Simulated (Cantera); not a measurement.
Feed: 1 mol MgO, a varied amount of HI, 0.78 mol H2, held at 1423 K and 78.0 mbar.

Method: chemical equilibrium by Gibbs-energy minimisation in Cantera with the NASA 1993 tables (ideal gas, pure condensed phases). Candidate condensed phases: H2O, I2, Mg, MgI2, MgO, Mg(OH)2; 20 gas species. Equilibrium is a limit: real reactors are often held back by kinetics, nucleation or transport.

x: gas mole fraction; n: condensed amount in mol.

| n(HI) (mol) | x H2 | x I | x HI | x H2O | x MgI2 | x I2 | n MgO(s) |
|---|---|---|---|---|---|---|---|
| 0.093 | 0.896 | 0.0424 | 0.0537 | 0.00395 | 0.00393 | [?] | 0.996 |
| 0.12 | 0.870 | 0.0531 | 0.0663 | 0.00488 | 0.00486 | [?] | 0.995 |
| 0.14 | 0.853 | 0.0607 | 0.0750 | 0.00552 | 0.00550 | [?] | 0.995 |
| 0.18 | 0.820 | 0.0751 | 0.0909 | 0.00668 | 0.00666 | [?] | 0.993 |
| 0.22 | 0.790 | 0.0883 | 0.105 | 0.00772 | 0.00770 | [?] | 0.992 |
| 0.28 | 0.751 | 0.106 | 0.123 | 0.00906 | 0.00904 | [?] | 0.990 |
| 0.35 | 0.711 | 0.125 | 0.141 | 0.0104 | 0.0104 | [?] | 0.987 |
| 0.43 | 0.672 | 0.144 | 0.158 | 0.0116 | 0.0116 | [?] | 0.985 |
| 0.54 | 0.628 | 0.167 | 0.177 | 0.0130 | 0.0130 | [?] | 0.981 |
| 0.67 | 0.585 | 0.189 | 0.194 | 0.0142 | 0.0142 | [?] | 0.977 |
| 0.84 | 0.541 | 0.213 | 0.210 | 0.0154 | 0.0154 | [?] | 0.972 |

Task: Some entries are withheld; supply them.

Result: 
- 0.093, x I2: 0.000182
- 0.12, x I2: 0.000286
- 0.14, x I2: 0.000373
- 0.18, x I2: 0.000570
- 0.22, x I2: 0.000788
- 0.28, x I2: 0.00114
- 0.35, x I2: 0.00158
- 0.43, x I2: 0.00210
- 0.54, x I2: 0.00281
- 0.67, x I2: 0.00362
- 0.84, x I2: 0.00460
